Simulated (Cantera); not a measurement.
Input (Python, Cantera):

```python
import numpy as np
import cantera as ct

gas = ct.Solution("gri30.yaml")
gas.TPX = 850, 13332, {'CO': 0.0069, 'O2': 0.097, 'H2O': 0.00053, 'N2': 1}
reactor = ct.IdealGasConstPressureReactor(gas, energy="off", clone=False)
net = ct.ReactorNet([reactor])
net.rtol, net.atol = 1e-08, 1e-18
show = ['CO', 'O2', 'H2O', 'H2', 'CO2', 'OH']
times = np.geomspace(0.0004, 50, 12)

steps = ct.SolutionArray(gas, extra=["t"])
rows = []
print(f"{'t/s':>10s}{'T/K':>9s}{'P/Pa':>11s}" + "".join(f"{s:>11s}" for s in show))
for t in times:
    while net.time < t:
        t_next = net.step()
        steps.append(gas.state, t=t_next)
    rows.append([np.interp(t, steps.t, y) for y in (steps.T, steps.P, *steps(*show).X.T)])
    print(f"{t:10.3e}{rows[-1][0]:9.1f}{rows[-1][1]:11.4g}" + "".join(f"{x:11.3e}" for x in rows[-1][2:]))
rate = np.gradient(steps.T, steps.t)
print("integrator steps:", len(steps.t))
if steps.T.max() > steps.T[0] + 200:
    print(f"time of steepest temperature rise: {steps.t[rate.argmax()]:.4e} s")
gas.TPX = 850, 13332, {'CO': 0.0069, 'O2': 0.097, 'H2O': 0.00053, 'N2': 1}
gas.equilibrate("TP")
print(f"equilibrium (TP): T = {gas.T:.1f} K  " + "  ".join(f"{s} {gas[s].X[0]:.3e}" for s in show))
```

Result:

```
       t/s      T/K       P/Pa         CO         O2        H2O         H2        CO2         OH
 4.000e-04    850.0  1.333e+04  6.248e-03  8.783e-02  4.799e-04  9.800e-22  5.313e-13  8.532e-17
 1.163e-03    850.0  1.333e+04  6.248e-03  8.783e-02  4.799e-04  3.024e-20  1.546e-12  5.357e-16
 3.379e-03    850.0  1.333e+04  6.248e-03  8.783e-02  4.799e-04  6.551e-19  4.516e-12  2.737e-15
 9.820e-03    850.0  1.333e+04  6.248e-03  8.783e-02  4.799e-04  9.234e-18  1.333e-11  1.044e-14
 2.854e-02    850.0  1.333e+04  6.248e-03  8.783e-02  4.799e-04  9.442e-17  4.048e-11  3.285e-14
 8.295e-02    850.0  1.333e+04  6.248e-03  8.783e-02  4.799e-04  8.402e-16  1.319e-10  9.588e-14
 2.411e-01    850.0  1.333e+04  6.248e-03  8.783e-02  4.799e-04  6.996e-15  4.924e-10  2.663e-13
 7.007e-01    850.0  1.333e+04  6.248e-03  8.783e-02  4.799e-04  5.654e-14  2.198e-09  7.354e-13
 2.037e+00    850.0  1.333e+04  6.248e-03  8.783e-02  4.799e-04  5.474e-13  1.280e-08  2.659e-12
 5.919e+00    850.0  1.333e+04  6.247e-03  8.783e-02  4.799e-04  1.755e-11  1.787e-07  2.810e-11
 1.720e+01    850.0  1.333e+04  6.204e-03  8.781e-02  4.794e-04  1.091e-07  4.325e-05  5.446e-09
 5.000e+01    850.0  1.333e+04  5.453e-03  8.746e-02  4.784e-04  1.210e-06  7.974e-04  1.294e-08
integrator steps: 452
equilibrium (TP): T = 850.0 K  CO 8.906e-15  O2 8.497e-02  H2O 4.814e-04  H2 2.089e-15  CO2 6.267e-03  OH 3.365e-10
```

Model: GRI-Mech 3.0 (53 species, 325 reactions), integrated in Cantera.
